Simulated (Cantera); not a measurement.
Cantera run:

```python
import numpy as np
import cantera as ct

gas_names = """
    C CO COS CO2 CS CS2 C2 C2O C3 C3O2 C4 C5 Fe FeC5O5 FeO O O2 O3 S SO SO2 SO3 S2 S2O S8
""".split()
cond_names = """
    C(gr) Fe(a) Fe(c) Fe(d) Fe(L) FeC5O5(L) FeO(s) FeO(L) FeS(a) FeS(b) FeS(c) FeS(L) FeSO4(s) FeS2(s)
    Fe2O3(s) Fe2S3O12(s) Fe3O4(s) S(cr1) S(cr2) S(L)
""".split()


def load(file, names, dense=False):
    # The tables refer to 1 bar. Condensed volumes are neglected.
    table = {s.name: s for s in ct.Species.list_from_file(file)}
    out = []
    for n in names:
        d = dict(table[n].input_data)
        d["thermo"] = dict(d["thermo"], **{"reference-pressure": 1e5})
        if dense:
            d["equation-of-state"] = {"model": "constant-volume", "density": "1e6 g/cm^3"}
        out.append(ct.Species.from_dict(d))
    return out


gas = ct.Solution(thermo="ideal-gas", species=load("nasa_gas.yaml", gas_names))
cond = {s.name: ct.Solution(thermo="fixed-stoichiometry", species=[s], name=s.name)
        for s in load("nasa_condensed.yaml", cond_names, dense=True)}
atoms = {
    'Fe2O3': {'Fe': 2, 'O': 3},
    'SO2': {'S': 1, 'O': 2},
    'CO2': {'C': 1, 'O': 2},
}
top_T = {'C(gr)': 4500, 'FeSO4(s)': 950, 'FeS2(s)': 1010, 'Fe2O3(s)': 1830, 'Fe2S3O12(s)': 1100, 'Fe3O4(s)': 1870}  # K; cautious upper limits of use, not melting points


def equilibrate(T, P, feed):
    n = {}
    for name, mol in feed.items():
        for a, k in atoms[name].items():
            n[a] = n.get(a, 0.0) + k * mol
    gas.TPX = T, P, n
    mass = sum(n.values()) * gas.mean_molecular_weight
    gas.equilibrate("TP")
    valid = [c for c in cond.values() if c.min_temp <= T <= top_T.get(c.name, c.max_temp)]
    mix = ct.Mixture([(gas, mass / gas.mean_molecular_weight)] + [(c, 0.0) for c in valid])
    mix.T, mix.P = T, P
    mix.equilibrate("TP", solver="vcs", rtol=1e-11, max_steps=5000)
    return mix


results = []
feed = {'Fe2O3': 1, 'SO2': 0.06, 'CO2': 0.057}  # mol
P = 1100  # Pa
for T in [1123, 1173, 1223, 1273, 1323, 1373, 1423]:
    mix = equilibrate(T, P, feed)
    results.append((T, P, feed, dict(zip(mix.species_names, mix.species_moles))))

top = {s: max(r[3][s] / sum(r[3][g] for g in gas_names) for r in results) for s in gas_names}
cols = sorted((s for s in top if top[s] > 0.001), key=lambda s: -top[s])[:9]
seen = [c for c in cond_names if any(r[3].get(c, 0) > 1e-12 for r in results)]
print("log10 of partial pressures in bar; condensed amounts in mol")
print(f"{'T/K':>10s}" + "".join(f"{s[:9]:>10s}" for s in cols + seen))
for T, P, feed, n in results:
    ng = sum(n[g] for g in gas_names)
    print(f"{T:10.4g}" + "".join(f"{np.log10(max(n[s] / ng * P / 1e5, 1e-99)):10.3f}" for s in cols)
          + "".join(f"{n.get(c, 0):10.4g}" for c in seen))
```

Output:

```
log10 of partial pressures in bar; condensed amounts in mol
       T/K       SO2       CO2        O2  Fe2O3(s)  Fe3O4(s)
      1123    -2.249    -2.271    -7.764         1 6.338e-06
      1173    -2.249    -2.271    -6.827         1  1.84e-05
      1223    -2.249    -2.271    -5.970    0.9999  6.88e-05
      1273    -2.249    -2.271    -5.181    0.9995 0.0003217
      1323    -2.250    -2.272    -4.454    0.9976   0.00157
      1373    -2.256    -2.278    -3.780    0.9891  0.007273
      1423    -2.278    -2.299    -3.155    0.9521   0.03196
```

Equilibrium computed with Cantera from the NASA thermochemical tables; the gas is ideal and each condensed phase is pure. Mutual solubility and eutectic melting of coexisting phases are not modelled.
